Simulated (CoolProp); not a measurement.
Nitrogen along the isotherm 114 K: fugacity coefficient from the reference equation and from simpler models built on Tc = 126.2 K, pc = 3396 kPa, ω = 0.037; each cubic takes its own stable root.

Computed with CoolProp (reference Helmholtz-energy equation of state, Span 2000).

```
p (kPa)   phase   reference  van der Waals  Redlich-Kwong  Peng-Robinson
-------  ------  ----------  -------------  -------------  -------------
16.1        gas      0.9979         0.9982         0.9978         0.9976
27.2        gas      0.9964         0.9970         0.9964         0.9960
45.9        gas      0.9940         0.9949         0.9939         0.9933
77.4        gas      0.9898         0.9914         0.9896         0.9887
131         gas      0.9828         0.9854         0.9825         0.9809
220         gas      0.9711     (withheld)         0.9706         0.9679
372         gas  (withheld)         0.9586         0.9505     (withheld)
628         gas      0.9179         0.9302     (withheld)         0.9095
1060        gas  (withheld)         0.8822     (withheld)         0.8489
1790        gas      0.7647         0.7998         0.7640     (withheld)
3020     liquid      0.4887         0.5846     (withheld)         0.4778
5090     liquid      0.3201         0.3988         0.3268         0.3111
```

Problem. Complete the blanks.

Solution. 
- 220, van der Waals: 0.9755
- 372, reference: 0.9512
- 372, Peng-Robinson: 0.9460
- 628, Redlich-Kwong: 0.9167
- 1060, reference: 0.8616
- 1060, Redlich-Kwong: 0.8602
- 1790, Peng-Robinson: 0.7474
- 3020, Redlich-Kwong: 0.4960
